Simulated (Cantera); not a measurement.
**N2O furnace oxynitridation**

An isothermal, constant-pressure homogeneous reactor starts with N2O : O2 = 1 : 0.083 (molar parts), at 1123 K and 760 Torr.

Model: GRI-Mech 3.0 (53 species, 325 reactions), integrated in Cantera. GRI-Mech 3.0 was tuned for natural gas; its chemistry of N2O as a main component is partial and can be far from experiment. The mechanism lacks the step 2 NO + O2 → 2 NO2, which can matter for NO2 below about 1400 K. The temperature is held fixed by assumption; the heat of reaction is taken as removed at once.

```
t (s)        x N2O    x O2     x NO2      x N2      x NO      x O
--------  --------  ------  --------  --------  --------  -------
2.00e-6      0.923  0.0766    <1e-12   1.25e-7   1.92e-9  1.01e-7
7.10e-6      0.923  0.0766    <1e-12   5.25e-7   2.00e-8  2.72e-7
2.52e-5      0.923  0.0766    <1e-12   2.33e-6   1.49e-7  4.52e-7
8.93e-5      0.923  0.0766  8.41e-12   9.32e-6   6.98e-7  4.75e-7
0.000317     0.923  0.0767  1.22e-10   3.42e-5   2.66e-6  4.75e-7
0.00112      0.923  0.0767   1.59e-9  0.000122   9.62e-6  4.75e-7
0.00399      0.923  0.0768   1.98e-8  0.000435   3.43e-5  4.75e-7
0.0141       0.921  0.0773   2.31e-7   0.00154  0.000122  4.75e-7
0.0502       0.915  0.0790   2.27e-6   0.00545  0.000428  4.74e-7
0.178        0.895  0.0850   1.48e-5    0.0190   0.00148  4.69e-7
0.631        0.827   0.105   6.03e-5    0.0635   0.00488  4.51e-7
2.24         0.641   0.159  0.000181     0.186    0.0138  3.94e-7
7.95         0.312   0.256  0.000365     0.405    0.0273  2.58e-7
28.2        0.0548   0.334  0.000466     0.578    0.0330  7.09e-8
100       0.000547   0.351  0.000926     0.615    0.0322  3.27e-9
```
x: mole fraction; the columns are a selection and need not sum to one.

Equilibrium at this temperature and pressure: N2O 8.27e-9, O2 0.368, NO2 4.15e-6, N2 0.632, NO 0.000124, O 2.67e-9 (gas phase only).
